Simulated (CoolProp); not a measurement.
Vapour-liquid equilibrium of R1234yf (1) + R1234ze(E) (2) at 0.0174 MPa; x and y are mole fractions of (1).

Values from CoolProp's multi-fluid Helmholtz-energy mixture model, Lemmon 2022 and Thol 2016; pair parameters Bell 2022.

Problem. Give the bubble temperature and the first vapour's composition at x = 0.25, 0.65, 0.95. Is there an azeotrope?

Solution. x = 0.25: 216.8 K, y = 0.385; x = 0.65: 212.8 K, y = 0.772; x = 0.95: 210.4 K, y = 0.972. No azeotrope shows between x = 0.05 and 0.95.

The pair parameters rest on a limited set of measurements; away from them the model extrapolates.
